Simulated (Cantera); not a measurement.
What does this Cantera script print?

```python
import numpy as np
import cantera as ct

gas = ct.Solution("h2o2.yaml")
gas.TPX = 1273, 2600, {'H2': 0.25, 'O2': 1}
reactor = ct.IdealGasConstPressureReactor(gas, energy="off", clone=False)
net = ct.ReactorNet([reactor])
net.rtol, net.atol = 1e-08, 1e-18
show = ['H2', 'O2', 'H2O2', 'H', 'HO2', 'OH', 'O']
times = np.geomspace(3e-06, 3, 10)

steps = ct.SolutionArray(gas, extra=["t"])
rows = []
print(f"{'t/s':>10s}{'T/K':>9s}{'P/Pa':>11s}" + "".join(f"{s:>11s}" for s in show))
for t in times:
    while net.time < t:
        t_next = net.step()
        steps.append(gas.state, t=t_next)
    rows.append([np.interp(t, steps.t, y) for y in (steps.T, steps.P, *steps(*show).X.T)])
    print(f"{t:10.3e}{rows[-1][0]:9.1f}{rows[-1][1]:11.4g}" + "".join(f"{x:11.3e}" for x in rows[-1][2:]))
rate = np.gradient(steps.T, steps.t)
print("integrator steps:", len(steps.t))
if steps.T.max() > steps.T[0] + 200:
    print(f"time of steepest temperature rise: {steps.t[rate.argmax()]:.4e} s")
gas.TPX = 1273, 2600, {'H2': 0.25, 'O2': 1}
gas.equilibrate("TP")
print(f"equilibrium (TP): T = {gas.T:.1f} K  " + "  ".join(f"{s} {gas[s].X[0]:.3e}" for s in show))
```

It prints:

```
       t/s      T/K       P/Pa         H2         O2       H2O2          H        HO2         OH          O
 3.000e-06   1273.0       2600  2.000e-01  8.000e-01  2.739e-13  2.963e-09  3.158e-09  2.115e-10  2.231e-10
 1.392e-05   1273.0       2600  2.000e-01  8.000e-01  5.890e-12  1.293e-08  1.467e-08  3.202e-09  3.909e-09
 6.463e-05   1273.0       2600  2.000e-01  8.000e-01  1.262e-10  1.412e-07  6.841e-08  6.137e-08  8.988e-08
 3.000e-04   1273.0       2600  1.982e-01  7.990e-01  7.683e-09  7.419e-04  2.834e-06  3.382e-04  5.068e-04
 1.392e-03   1273.0       2600  8.460e-03  6.981e-01  5.628e-07  4.810e-02  1.451e-05  1.179e-02  6.679e-02
 6.463e-03   1273.0       2600  2.885e-03  7.546e-01  6.500e-07  7.948e-03  1.403e-05  7.069e-03  1.993e-02
 3.000e-02   1273.0       2600  1.641e-04  7.760e-01  2.438e-07  1.023e-04  3.735e-06  1.693e-03  1.102e-03
 1.392e-01   1273.0       2600  9.903e-06  7.775e-01  5.113e-08  1.570e-06  3.891e-07  4.225e-04  6.801e-05
 6.463e-01   1273.0       2600  1.132e-06  7.777e-01  1.106e-08  6.259e-08  6.423e-08  1.444e-04  7.940e-06
 3.000e+00   1273.0       2600  1.966e-07  7.777e-01  2.700e-09  4.606e-09  3.778e-08  6.046e-05  1.393e-06
integrator steps: 1829
equilibrium (TP): T = 1273.0 K  H2 8.369e-08  O2 7.778e-01  H2O2 1.403e-09  H 1.288e-09  HO2 4.608e-08  OH 3.940e-05  O 5.921e-07
```

Cantera simulation using the H2/O2 subset of GRI-Mech 3.0, which has no nitrogen chemistry; the numbers are that mechanism's predictions, not measurements. Radical loss at walls, strong at low pressure, is not modelled. The temperature is held fixed by assumption; the heat of reaction is taken as removed at once.
